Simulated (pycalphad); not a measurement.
# Effect of B content in Ti-B

Source of the numbers: pycalphad with the COST 507 light-alloy database (1999); pressure 1 atm. These are 1990s assessments: newer ones move some temperatures and phases. Amounts are mole fractions of atoms. Diffusion is slow at the low end, where real alloys seldom reach equilibrium.

```tsv
alloy	liquidus (°C)	first solid	solidus (°C)	phases at 702 °C
Ti-2.382B (wt.%)	1600	BM	1541	hcp 0.81, BM 0.19
Ti-5.187B (wt.%)	1733	BM	1541	hcp 0.61, BM 0.39
Ti-8.539B (wt.%)	1948	BM	1541	BM 0.58, hcp 0.42
```

Database names, with the compositions (at.%) that they take in these runs: BM: Ti 50 B 50.
